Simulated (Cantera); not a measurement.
Input: 1 mol Al, 6.9 mol HCl, 1.3 mol N2, held at 600 K and 6.00 Pa.

Equilibrium computed with Cantera from the NASA thermochemical tables; the gas is ideal and each condensed phase is pure. Candidate condensed phases: Al, AlCl3, AlN, NH4Cl; 20 gas species. Rates play no part.

Base state: HCl 0.507, H2 0.195, N2 0.169, AlCl3 0.127, Al2Cl6 0.00134 (mole fractions); condensed: gas only.

Question: What changes in the equilibrium state with this change: N2 from 1.3 to 8.5 mol?

Answer: 
```tsv
species	before	after
N2	0.169	0.571
HCl	0.507	0.262
H2	0.195	0.101
AlCl3	0.127	0.0664
Al2Cl6	0.00134	0.000365
```

Question: What changes in the equilibrium state with this change: pressure from 6.00 Pa to 1.80 Pa?

Answer: 
| species | before | after |
|---|---|---|
| HCl | 0.507 | 0.507 |
| H2 | 0.195 | 0.195 |
| N2 | 0.169 | 0.169 |
| AlCl3 | 0.127 | 0.129 |
| Al2Cl6 | 0.00134 | 0.000414 |

Question: What changes in the equilibrium state with this change: temperature from 600 K to 1173.15 K?

Answer: 
```csv
species,before,after
HCl,0.507,0.507
H2,0.195,0.195
N2,0.169,0.169
AlCl3,0.127,0.129
Al2Cl6,0.00134,1.33e-8
AlCl2,<1e-9,0.000329
AlCl,<1e-9,3.19e-5
Cl,<1e-9,1.53e-5
```
The tables' values for AlCl2 are old estimates; treat these amounts as uncertain.
